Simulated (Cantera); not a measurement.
Feed: 1 mol Al, 5.1 mol H2O, 580 mol H2, equilibrated at 2075 K and 1300 Pa.

These are equilibrium values from Cantera (NASA tables, ideal gas, pure condensed phases), not measurements of a reactor. Candidate condensed phases: Al, Al2O3, H2O; 19 gas species. The tables' values for AlOH are old estimates; treat these amounts as uncertain. Rates play no part.

Base state: H2 0.971, H 0.0230, H2O 0.00613, Al 3.18e-5, AlOH 1.90e-5, OH 1.66e-5 (mole fractions); condensed: Al2O3(s).

Problem. What changes in the equilibrium state with this change: temperature from 2075 K to 1225 K?

Solution. 
```tsv
species	before	after
H2	0.971	0.994
H2O	0.00613	0.00615
H	0.0230	2.72e-6
Al	3.18e-5	<1e-9
AlOH	1.90e-5	<1e-9
OH	1.66e-5	<1e-9
Al2O3(s), mol	0.483	0.500
```

Problem. What changes in the equilibrium state with this change: temperature from 2075 K to 2000 K?

Solution. 
| species | before | after |
|---|---|---|
| H2 | 0.971 | 0.980 |
| H | 0.0230 | 0.0141 |
| H2O | 0.00613 | 0.00611 |
| Al | 3.18e-5 | 6.13e-6 |
| AlOH | 1.90e-5 | 6.49e-6 |
| OH | 1.66e-5 | 8.80e-6 |
| Al2O3(s), mol | 0.483 | 0.496 |
